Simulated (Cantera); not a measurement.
A Cantera script and its output.

```python
import numpy as np
import cantera as ct

gas = ct.Solution("gri30.yaml")
gas.TPX = 575, 640000, {'C2H6': 1, 'O2': 7.61, 'N2': 67, 'H2O': 1.1}
inlet = ct.Reservoir(gas, clone=True)
gas.equilibrate("HP")  # start burning
reactor = ct.IdealGasConstPressureReactor(gas, energy="on", clone=False)
exhaust = ct.Reservoir(gas, clone=True)
tau = [0.48, 0.22, 0.098, 0.044, 0.02, 0.0089, 0.004, 0.0018, 0.00082, 0.00037, 0.00017, 7.5e-05, 3.4e-05][0]
for a, b in ((inlet, reactor), (reactor, exhaust)):
    ct.MassFlowController(a, b, mdot=lambda t: reactor.mass / tau)
net = ct.ReactorNet([reactor])
show = ['C2H6', 'O2', 'H2O', 'NO2', 'CH2', 'O']

rows = []
print(f"{'tau/s':>10s}{'T/K':>9s}" + "".join(f"{s:>11s}" for s in show))
for tau in [0.48, 0.22, 0.098, 0.044, 0.02, 0.0089, 0.004, 0.0018, 0.00082, 0.00037, 0.00017, 7.5e-05, 3.4e-05]:
    net.initial_time = 0.0
    net.advance(30 * tau)
    before = gas.X
    net.advance(40 * tau)
    drift = np.max(np.abs(gas.X - before) / (gas.X + 1e-9))
    rows.append([gas.T, *gas[show].X, drift])
    print(f"{tau:10.3e}{gas.T:9.1f}" + "".join(f"{x:11.3e}" for x in gas[show].X))
```

It prints:

```
     tau/s      T/K       C2H6         O2        H2O        NO2        CH2          O
 4.800e-01   1100.9  6.920e-05  5.561e-02  5.225e-02  2.521e-09  2.717e-11  1.041e-07
 2.200e-01   1064.3  1.592e-04  5.805e-02  5.119e-02  3.367e-10  4.284e-11  9.252e-08
 9.800e-02    575.0  1.304e-02  9.920e-02  1.434e-02  1.472e-23 -3.342e-39  1.142e-29
 4.400e-02    575.0  1.304e-02  9.920e-02  1.434e-02  2.535e-27  9.787e-39  9.906e-30
 2.000e-02    575.0  1.304e-02  9.920e-02  1.434e-02  1.602e-28 -7.440e-41  7.772e-30
 8.900e-03    575.0  1.304e-02  9.920e-02  1.434e-02  1.012e-29  6.428e-41  5.226e-30
 4.000e-03    575.0  1.304e-02  9.920e-02  1.434e-02  6.390e-31  1.240e-41  3.054e-30
 1.800e-03    575.0  1.304e-02  9.920e-02  1.434e-02  4.037e-32 -2.734e-43  1.597e-30
 8.200e-04    575.0  1.304e-02  9.920e-02  1.434e-02  2.550e-33 -1.012e-43  7.853e-31
 3.700e-04    575.0  1.304e-02  9.920e-02  1.434e-02  1.611e-34 -1.951e-44  3.679e-31
 1.700e-04    575.0  1.304e-02  9.920e-02  1.434e-02  1.017e-35  2.218e-46  1.708e-31
 7.500e-05    575.0  1.304e-02  9.920e-02  1.434e-02  6.426e-37  7.310e-46  7.535e-32
 3.400e-05    575.0  1.304e-02  9.920e-02  1.434e-02  4.059e-38  2.399e-46  3.323e-32
```

Computed with Cantera and GRI-Mech 3.0 (53 species, 325 reactions).
